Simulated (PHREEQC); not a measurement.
A solution holds 0.0043 mol ZnSO4, 0.0095 mol Na2SO4 and 0.00012 mol MnSO4 per kg of water, at 75 °C. Closed to the air; pH follows from the charge balance.

Computed with PHREEQC (ion-association model, phreeqc.dat).

Precipitation was switched off in this run.

What pH does the model give?

pH 5.47.

In which forms is Na present?

Na+ 97 %, NaSO4- 3.3 % of the Na.

Species that the database lacks are ignored. At this temperature some constants are extrapolated from 25 °C, and those without enthalpy data are left unchanged.
